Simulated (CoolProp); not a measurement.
Vapour-liquid equilibrium of ethanol (1) + hexamethyldisiloxane (MM) (2) at 137.75 °C; x and y are mole fractions of (1).

Values from CoolProp's multi-fluid Helmholtz-energy mixture model, Schroeder 2014 and Thol 2016; pair parameters Bell 2016.

| x | bubble pressure (bar) | y at the bubble point | dew pressure at overall composition x (bar) | liquid density (mol/L) |
|---|---|---|---|---|
| 0.05 | 3.404 | 0.227 | 2.799 | 4.008 |
| 0.15 | 4.492 | 0.440 | 3.114 | 4.343 |
| 0.25 | 5.221 | 0.545 | 3.497 | 4.748 |
| 0.35 | 5.733 | 0.611 | 3.968 | 5.243 |
| 0.45 | 6.113 | ? | 4.553 | 5.857 |
| 0.55 | 6.413 | 0.708 | 5.262 | 6.631 |
| 0.65 | 6.658 | 0.755 | 6.026 | ? |
| 0.75 | 6.858 | 0.808 | 6.635 | 8.908 |
| 0.85 | 7.008 | 0.873 | ? | 10.62 |
| 0.95 | 7.097 | 0.953 | 7.095 | 12.97 |

### Question
Some entries are withheld; supply them.

### Answer

- 0.45, y at the bubble point: 0.662
- 0.65, liquid density (mol/L): 7.620
- 0.85, dew pressure at overall composition x (bar): 6.965

No azeotrope shows between x = 0.05 and 0.95.

Pair parameters are fitted to limited data, so mixtures are less certain than the pure fluids.
